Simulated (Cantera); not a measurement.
A freely propagating, adiabatic, planar premixed flame of CH4 : O2 : N2 : CO2 = 1 : 1.33 : 5.01 : 0.19 (molar parts), equivalence ratio 1.5, unburnt at 625 K and 4.93 atm; mixture-averaged transport, grid criteria slope 0.08 and curve 0.16, no radiation.

Model: GRI-Mech 3.0 (53 species, 325 reactions), integrated in Cantera. Burning velocities carry a grid error of a few per cent, more on coarse grids.

### Question
What does this change do: N2 5.01 to 4 parts?

### Answer
```
quantity                     before      after
------------------------  ---------  ---------
laminar burning velocity  26.0 cm/s  43.1 cm/s
thermal thickness          0.253 mm   0.165 mm
peak x(HCO)                 3.83e-6    9.56e-6
```

### Question
What does this change do: inlet temperature 625 to 500 K?

### Answer
```csv
quantity,before,after
laminar burning velocity,26.0 cm/s,14.5 cm/s
thermal thickness,0.253 mm,0.336 mm
peak x(HCO),3.83e-6,2.25e-6
```
